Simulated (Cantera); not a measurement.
Gas mixture: N2O : O2 : CO2 = 0.91 : 0.62 : 0.92 (molar parts), at 0.650 bar, frozen composition.

Cantera's kinetic-theory transport with the Lennard-Jones parameters of GRI-Mech 3.0, ideal gas; thermal conductivity in the multicomponent form. The composition is frozen, though it would react at the higher temperatures.

One state of this run: ρ (kg/m³) = 0.582; cp (J/kg/K) = 1046; μ (µPa s) = 27.0; λ (mW/m/K) = 38.6; Pr = 0.732; D (cm²/s) H2O = 0.898; D (cm²/s) CH3 = 0.858; D (cm²/s) H = 4.86. D: mixture-averaged diffusion coefficient of that species in the mixture.

Q: Which value of T (K) does it belong to?
A. 550
B. 1000
C. 850
D. 1300

A: A, 550
